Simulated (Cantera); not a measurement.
A Cantera script and what it prints.

```python
import numpy as np
import cantera as ct

gas_names = """
    C CH CH2 CH3 CH2OH CH3O CH4 CH3OH CO CO2 COOH C2 C2H CHCO,ketyl C2H2,acetylene C2H2,vinylidene
    CH2CO,ketene C2H3,vinyl CH3CO,acetyl C2H4 C2H4O,ethylen CH3CHO,ethanal CH3COOH (HCOOH)2 C2H5 C2H6
    CH3OCH3 C2H5OH C2O C3 C3H3,propargyl C3H4,allene C3H4,propyne C3H4,cyclo- C3H5,allyl C3H6,propylene
    C3H6,cyclo- C3H6O C3H7,n-propyl C3H7,i-propyl C3H8 C3H8O,1propanol C3H8O,2propanol C3O2 C4 C4H2
    C4H4,1,3-cyclo- C4H6,butadiene C4H6,2-butyne C4H6,cyclo- C4H8,1-butene C4H8,cis2-buten
    C4H8,tr2-butene C4H8,isobutene C4H8,cyclo- (CH3COOH)2 C4H9,n-butyl C4H9,i-butyl C4H9,s-butyl
    C4H9,t-butyl C4H10,isobutane C4H10,n-butane C5 C5H6,1,3cyclo- C5H8,cyclo- C5H10,1-pentene
    C5H10,cyclo- C5H11,pentyl C5H11,t-pentyl C5H12,n-pentane C5H12,i-pentane CH3C(CH3)2CH3 C6H2
    C6H5,phenyl C6H5O,phenoxy C6H6 C6H5OH,phenol C6H10,cyclo- C6H12,1-hexene C6H12,cyclo- C6H13,n-hexyl
    C7H7,benzyl C7H8 C7H8O,cresol C7H14,1-heptene C7H15,n-heptyl C7H16,n-heptane C8H8,styrene
    C8H10,ethylbenz C8H16,1-octene C8H17,n-octyl C8H18,isooctane C8H18,n-octane C9H19,n-nonyl
    C10H8,naphthale C10H21,n-decyl C12H9,o-bipheny C12H10,bipheny H HCO HO2 H2 HCHO,formaldehy HCOOH H2O
    H2O2 O OH O2 O3 Pb PbO Pb2
""".split()
cond_names = """
    C(gr) C6H6(L) C7H8(L) C8H18(L),n-octa H2O(s) H2O(L) Pb(cr) Pb(L) PbO(rd) PbO(yw) PbO(L) PbO2(s)
    Pb3O4(s)
""".split()


def load(file, names, dense=False):
    # The tables refer to 1 bar. Condensed volumes are neglected.
    table = {s.name: s for s in ct.Species.list_from_file(file)}
    out = []
    for n in names:
        d = dict(table[n].input_data)
        d["thermo"] = dict(d["thermo"], **{"reference-pressure": 1e5})
        if dense:
            d["equation-of-state"] = {"model": "constant-volume", "density": "1e6 g/cm^3"}
        out.append(ct.Species.from_dict(d))
    return out


gas = ct.Solution(thermo="ideal-gas", species=load("nasa_gas.yaml", gas_names))
cond = {s.name: ct.Solution(thermo="fixed-stoichiometry", species=[s], name=s.name)
        for s in load("nasa_condensed.yaml", cond_names, dense=True)}
atoms = {
    'PbO': {'Pb': 1, 'O': 1},
    'CO': {'C': 1, 'O': 1},
    'H2': {'H': 2},
}
top_T = {'C(gr)': 4500, 'Pb3O4(s)': 820}  # K; cautious upper limits of use, not melting points


def equilibrate(T, P, feed):
    n = {}
    for name, mol in feed.items():
        for a, k in atoms[name].items():
            n[a] = n.get(a, 0.0) + k * mol
    gas.TPX = T, P, n
    mass = sum(n.values()) * gas.mean_molecular_weight
    gas.equilibrate("TP")
    valid = [c for c in cond.values() if c.min_temp <= T <= top_T.get(c.name, c.max_temp)]
    mix = ct.Mixture([(gas, mass / gas.mean_molecular_weight)] + [(c, 0.0) for c in valid])
    mix.T, mix.P = T, P
    mix.equilibrate("TP", solver="vcs", rtol=1e-11, max_steps=5000)
    return mix


results = []
feed = {'PbO': 1, 'CO': 12, 'H2': 2.6}  # mol
P = 10000  # Pa
for T in [923, 1073, 1223, 1373, 1523, 1673, 1823, 1973, 2123, 2273, 2423]:
    mix = equilibrate(T, P, feed)
    results.append((T, P, feed, dict(zip(mix.species_names, mix.species_moles))))

top = {s: max(r[3][s] / sum(r[3][g] for g in gas_names) for r in results) for s in gas_names}
cols = sorted((s for s in top if top[s] > 1e-06), key=lambda s: -top[s])[:8]
seen = [c for c in cond_names if any(r[3].get(c, 0) > 1e-12 for r in results)]
print("log10 of partial pressures in bar; condensed amounts in mol")
print(f"{'T/K':>10s}" + "".join(f"{s[:9]:>10s}" for s in cols + seen))
for T, P, feed, n in results:
    ng = sum(n[g] for g in gas_names)
    print(f"{T:10.4g}" + "".join(f"{np.log10(max(n[s] / ng * P / 1e5, 1e-99)):10.3f}" for s in cols)
          + "".join(f"{n.get(c, 0):10.4g}" for c in seen))
```

Output:

```
log10 of partial pressures in bar; condensed amounts in mol
       T/K        CO        H2       CO2        Pb       H2O         H        OH       CH4     C(gr)     Pb(L)
       923    -1.176    -1.760    -1.853    -5.596    -2.747   -10.491   -14.414    -4.153     1.121    0.9997
      1073    -1.117    -1.779    -2.244    -4.136    -2.941    -8.743   -12.332    -5.736         0    0.9893
      1223    -1.118    -1.795    -2.285    -3.042    -2.797    -7.419   -10.467    -7.277         0    0.8663
      1373    -1.140    -1.831    -2.345    -2.193    -2.722    -6.393    -9.033    -8.538         0         0
      1523    -1.138    -1.841    -2.379    -2.193    -2.652    -5.556    -7.879    -9.481         0         0
      1673    -1.137    -1.849    -2.408    -2.193    -2.601    -4.868    -6.938   -10.248         0         0
      1823    -1.135    -1.857    -2.435    -2.193    -2.564    -4.292    -6.156   -10.882         0         0
      1973    -1.134    -1.864    -2.458    -2.194    -2.536    -3.802    -5.496   -11.416         0         0
      2123    -1.134    -1.874    -2.478    -2.195    -2.516    -3.382    -4.933   -11.875         0         0
      2273    -1.135    -1.887    -2.495    -2.196    -2.505    -3.019    -4.447   -12.281         0         0
      2423    -1.136    -1.909    -2.510    -2.199    -2.506    -2.706    -4.026   -12.653         0         0
```

Cantera equilibrium calculation (NASA polynomials, part measured and part estimated; ideal gas, pure solids and liquids).
